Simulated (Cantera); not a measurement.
Input: 1 mol SiCl₄, 0.54 mol HCl, 12 mol H₂, 0.011 mol C₂H₄, held at 16.0 mbar.

Method: chemical equilibrium by Gibbs-energy minimisation in Cantera with the NASA 1993 tables (ideal gas, pure condensed phases). Candidate condensed phases: C, C₆H₆, C₇H₈, C₈H₁₈, Si, SiC; 109 gas species. The tables' values for SiCl, SiCl₃ are old estimates; treat these amounts as uncertain. Gases not in the tables: Si₂H₆ and higher silanes. Kinetics and transport are ignored.

Q: At 2173 K, list the 6 most abundant gas species with their mole fractions, and the condensed phases.

A: H₂ 0.707, HCl 0.189, SiCl₂ 0.0513, H 0.0321, Si 0.00903, Cl 0.00626. Condensed: SiC(s).
